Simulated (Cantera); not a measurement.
A closed system holds: 1 mol Si3N4, 0.0037 mol O2, 18 mol N2, equilibrated at 1777 °C and 0.00113 Torr.

Equilibrium computed with Cantera from the NASA thermochemical tables; the gas is ideal and each condensed phase is pure. Candidate condensed phases: Si, SiO2, Si2N2O, Si3N4; 16 gas species. The tables' values for SiN are old estimates; treat these amounts as uncertain. Kinetics and transport are ignored.

Base state: N2 0.870, Si 0.130, SiO 0.000322, SiN 3.44e-5 (mole fractions); condensed: gas only.

Q: What changes in the equilibrium state with this change: pressure from 0.00113 Torr to 3230 Torr?

A: 
| species | before | after |
|---|---|---|
| N2 | 0.870 | 1.000 |
| SiO | 0.000322 | 0.000411 |
| Si | 0.130 | 3.12e-6 |
| SiN | 3.44e-5 | 1.50e-6 |
| Si3N4(s), mol | 0 | 0.998 |

Q: What changes in the equilibrium state with this change: Si3N4 replaced by SiC?

A: 
| species | before | after |
|---|---|---|
| N2 | 0.870 | 0.946 |
| Si | 0.130 | 0.0499 |
| SiC2 | 0 | 0.00259 |
| CN | 0 | 0.000847 |
| CO | 0 | 0.000389 |
| C3 | 0 | 6.14e-5 |
| C(graphite), mol | 0 | 0.872 |
Further candidate phases: C, SiC.

Q: What changes in the equilibrium state with this change: 0.036 mol NH3 added?

A: 
```csv
species,before,after
N2,0.870,0.866
Si,0.130,0.129
H,0,0.00466
SiN,3.44e-5,3.42e-5
SiO,0.000322,0.000320
```
Further candidate phases: H2O.
